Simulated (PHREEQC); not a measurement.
**Acid mine or pickling water: an equilibrium model**

Synthetic water in mg/L, 25 °C, pH 3.17, pe 10.1: Na 218; K 222; Ca 702; Mg 54.4; Cl 244; S(6) as SO4 2420; Al 45.1; Cd 12.7.

Cl is adjusted to close the charge balance.
Valence states are taken as typed.

Model: ion-association model, phreeqc.dat, run in PHREEQC.

Precipitation was switched off in this run.

**Question.** Estimate the ionic strength, density.

**Answer.** ionic strength 0.0736 mol/kgw; density 1.001 g/cm³.

**Question.** In which forms is Mg present?

**Answer.** Mg+2 60 %, MgSO4 40 % of the Mg.

Saturation is exceeded, for instance for Gypsum; the values hold only as long as no solid forms.
